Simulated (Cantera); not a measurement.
A closed system holds: 1 mol PbO, 3.5 mol CO, 0.18 mol N2, equilibrated at 650000 Pa.

Cantera equilibrium calculation (NASA polynomials, part measured and part estimated; ideal gas, pure solids and liquids). Candidate condensed phases: C, Pb, PbO, PbO2, Pb3O4; 27 gas species. Rates play no part.

Question: Which condensed phases are stable at each of these points (T (°C)): 750, 800, 850, 900, 950, 1000, 1050, 1100, 1150, 1200, 1250?

Answer: 
| T (°C) | condensed phases | Pb condensed (%) |
|---|---|---|
| 750 | C(graphite) + Pb(l) | 100.0 |
| 800 | C(graphite) + Pb(l) | 100.0 |
| 850 | Pb(l) | 100.0 |
| 900 | Pb(l) | 100.0 |
| 950 | Pb(l) | 99.9 |
| 1000 | Pb(l) | 99.9 |
| 1050 | Pb(l) | 99.8 |
| 1100 | Pb(l) | 99.6 |
| 1150 | Pb(l) | 99.4 |
| 1200 | Pb(l) | 98.9 |
| 1250 | Pb(l) | 98.3 |

From 750 °C to 800 °C the condensed part is C(graphite) + Pb(l). From 850 °C to 1250 °C the condensed part is Pb(l).
